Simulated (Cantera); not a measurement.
Equilibrium for fluorocarbon and chlorocarbon gases: CF4 + F2 + HF

A closed system holds: 1 mol CF4, 0.24 mol F2, 0.00099 mol HF, at 100 Torr.

Equilibrium computed with Cantera from the NASA thermochemical tables; the gas is ideal and each condensed phase is pure. Candidate condensed phases: C, C6H6, C7H8, C8H18; 95 gas species. Gases not in the tables: C2F6 and larger saturated fluorocarbons. Rates play no part.

| T (°C) | log p F | log p CF2 | log p CF | log p C3 |
|---|---|---|---|---|
| 2652 | -1.02 | -1.49 | -2.42 | -5.04 |
| 2702 | -1.02 | -1.51 | -2.29 | -4.56 |
| 2752 | -1.01 | -1.54 | -2.17 | -4.12 |
| 2802 | -1.01 | -1.58 | -2.07 | -3.74 |
| 2852 | -1.00 | -1.64 | -1.99 | -3.42 |
| 2902 | -1.00 | -1.71 | -1.93 | -3.17 |
| 2952 | -0.99 | -1.79 | -1.89 | -2.98 |
| 3002 | -0.98 | -1.89 | -1.86 | -2.84 |
log p: log10 of the partial pressure in bar; nothing condenses.

From 2652 °C to 3002 °C nothing is condensed. The main C-bearing gas is CF2 at 2652 °C and CF at 3002 °C.
